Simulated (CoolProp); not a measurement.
Values from CoolProp's reference Helmholtz-energy equation of state, Lemmon 2006. It is a short technical equation, of lower accuracy than the large ones.

**Question.** For carbon monoxide, give the phase and the cp (kJ/(kg K)) at 86.65 °C and 2100 kPa; 106.15 °C and 4090 kPa.

**Answer.** 
- 86.65 °C and 2100 kPa: gas; cp 1.07
- 106.15 °C and 4090 kPa: supercritical; cp 1.09
